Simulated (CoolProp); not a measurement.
Vapour-liquid equilibrium of CH2F2 (R32) (1) + R123 (2) at 0.0266 MPa; x and y are mole fractions of (1).

Computed with CoolProp (multi-fluid Helmholtz-energy mixture model, Tillner-Roth 1997 and Younglove 1994; pair parameters Bell 2016).

```csv
x,bubble temperature (K),y at the bubble point,dew temperature at overall composition x (K),liquid density (mol/L)
0.05,241.6,0.777,267.7,10.77
0.15,220.5,0.952,265.4,11.80
0.25,212.1,0.978,262.9,12.73
0.35,207.8,___,260.1,13.71
0.45,205.3,0.990,257.0,14.78
0.55,203.7,0.992,253.3,15.98
0.65,202.5,0.993,249.0,17.36
0.75,201.4,0.995,243.4,18.96
0.85,200.4,___,___,20.87
0.95,___,___,___,23.17
```

Q: Some entries are withheld; supply them.

A: 
- 0.35, y at the bubble point: 0.986
- 0.85, y at the bubble point: 0.996
- 0.85, dew temperature at overall composition x (K): 235.6
- 0.95, bubble temperature (K): 199.1
- 0.95, y at the bubble point: 0.999
- 0.95, dew temperature at overall composition x (K): 221.0

No azeotrope shows between x = 0.05 and 0.95.

The pair parameters rest on a limited set of measurements; away from them the model extrapolates. With so large a gap from Raoult's law the liquid may split in two, which this calculation doesn't test in full.
